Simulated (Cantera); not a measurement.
Input: 1 mol C2H6, 0.27 mol O2, 3.3 mol H2, at 5.78 Torr.

Equilibrium computed with Cantera from the NASA thermochemical tables; the gas is ideal and each condensed phase is pure. Candidate condensed phases: C, C6H6, C7H8, C8H18, H2O; 110 gas species. Kinetics and transport are ignored. All values below are at 1302 °C.

Base state: H2 0.921, CO 0.0789, H 0.000454, C2H2 (acetylene) 1.94e-5, CH4 1.19e-5 (mole fractions); condensed: C(graphite).

What changes in the equilibrium state with this change: C2H6 replaced by C?


```tsv
species	before	after
H2	0.921	0.859
CO	0.0789	0.141
H	0.000454	0.000439
CH4	1.19e-5	1.03e-5
C2H2 (acetylene)	1.94e-5	1.81e-5
C(graphite), mol	1.46	0.460
```
